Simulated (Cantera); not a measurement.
Feed: 1 mol Si, a varied amount of Cl₂, held at 627 °C and 3.20 Pa.

Equilibrium computed with Cantera from the NASA thermochemical tables; the gas is ideal and each condensed phase is pure. Candidate condensed phases: Si; 9 gas species. Kinetics and transport are ignored.

Q: Which condensed phases are stable at each of these points (n(Cl₂) (mol)): 0.53, 0.65, 0.8, 0.97, 1.2, 1.5, 1.8, 2.2, 2.7, 3.3, 4, 4.9, 6?

A: 
```json
[
 {"n(Cl₂) (mol)": "0.53", "condensed phases": "Si(s)", "Si condensed (%)": "73.2"},
 {"n(Cl₂) (mol)": "0.65", "condensed phases": "Si(s)", "Si condensed (%)": "67.1"},
 {"n(Cl₂) (mol)": "0.8", "condensed phases": "Si(s)", "Si condensed (%)": "59.5"},
 {"n(Cl₂) (mol)": "0.97", "condensed phases": "Si(s)", "Si condensed (%)": "50.9"},
 {"n(Cl₂) (mol)": "1.2", "condensed phases": "Si(s)", "Si condensed (%)": "39.2"},
 {"n(Cl₂) (mol)": "1.5", "condensed phases": "Si(s)", "Si condensed (%)": "24.0"},
 {"n(Cl₂) (mol)": "1.8", "condensed phases": "Si(s)", "Si condensed (%)": "8.8"},
 {"n(Cl₂) (mol)": "2.2", "condensed phases": "gas only", "Si condensed (%)": "0.0"},
 {"n(Cl₂) (mol)": "2.7", "condensed phases": "gas only", "Si condensed (%)": "0.0"},
 {"n(Cl₂) (mol)": "3.3", "condensed phases": "gas only", "Si condensed (%)": "0.0"},
 {"n(Cl₂) (mol)": "4", "condensed phases": "gas only", "Si condensed (%)": "0.0"},
 {"n(Cl₂) (mol)": "4.9", "condensed phases": "gas only", "Si condensed (%)": "0.0"},
 {"n(Cl₂) (mol)": "6", "condensed phases": "gas only", "Si condensed (%)": "0.0"}
]
```

From 0.53 mol Cl₂ to 1.8 mol Cl₂ the condensed part is Si(s). From 2.2 mol Cl₂ to 6 mol Cl₂ nothing is condensed.
